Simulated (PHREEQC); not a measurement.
0.015 g of hydrous ferric oxide (600 m²/g; 0.2 weak and 0.005 strong sites per Fe, Dzombak-Morel constants, diffuse double layer) in 1 kg of water with 0.3 mol/kgw of an inert sodium salt and 7.8e-05 mol/kgw BaCl2 and 1.5e-05 mol/kgw Ag2SO4, at 25 °C; the pH is set by adding NaOH or the inert anion's acid. Oxygen alone is held at its pressure in air (log pO2 = -0.68). No CO2 enters from the air. No solid was allowed to form.

The numbers come from PHREEQC with the ion-association model, wateq4f.dat.

```csv
pH,Ba sorbed (%),S sorbed (%),Ag sorbed (%)
4,0.0,14.0,0.0
4.67,0.0,[?],0.0
5.33,0.0,5.6,0.1
6,0.0,1.6,0.5
6.67,0.0,0.3,1.5
7.33,[?],0.0,2.5
8.67,[?],0.0,[?]
9.33,0.7,0.0,[?]
10,2.5,0.0,29.1
10.67,4.7,0.0,39.5
11.33,[?],0.0,41.1
12,8.1,0.0,30.2
```

Q: Some entries are withheld; supply them.

A: 
- 4.67, S sorbed (%): 10.8
- 7.33, Ba sorbed (%): 0.1
- 8.67, Ba sorbed (%): 0.2
- 8.67, Ag sorbed (%): 5.8
- 9.33, Ag sorbed (%): 14.2
- 11.33, Ba sorbed (%): 6.1

Along this series the solution becomes supersaturated in solids that the run did not let form, among them Cerargyrite, Ag2O.
